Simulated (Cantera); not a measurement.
Input: 1 mol PH3, 4.4 mol O2, at 2998 K and 0.133 bar.

Equilibrium computed with Cantera from the NASA thermochemical tables; the gas is ideal and each condensed phase is pure. Candidate condensed phases: H2O, P, P4O10; 17 gas species. Gases not in the tables: HPO2, HPO3 and P4O6. Kinetics and transport are ignored.

Base state: O2 0.342, O 0.180, PO2 0.122, H2O 0.120, OH 0.108, H 0.0681, PO 0.0334, H2 0.0251 (mole fractions); condensed: gas only.

**Question.** What changes in the equilibrium state with this change: pressure from 0.133 bar to 0.000190 bar?

**Answer.** 
```tsv
species	before	after
O	0.180	0.657
H	0.0681	0.250
PO	0.0334	0.0669
O2	0.342	0.00649
H2O	0.120	1.20e-5
P	4.18e-5	0.0161
PO2	0.122	0.00127
OH	0.108	0.00207
H2	0.0251	0.000481
HO2	4.05e-5	4.01e-9
P2	6.08e-8	1.29e-5
```

**Question.** What changes in the equilibrium state with this change: PH3 replaced by SO2?

**Answer.** 
```csv
species,before,after
O2,0.342,0.601
O,0.180,0.239
SO2,0,0.130
PO2,0.122,0
H2O,0.120,0
OH,0.108,0
H,0.0681,0
PO,0.0334,0
SO,0,0.0285
H2,0.0251,0
S,0,0.00131
P,4.18e-5,0
HO2,4.05e-5,0
SO3,0,3.30e-5
```
Further candidate phases: S.
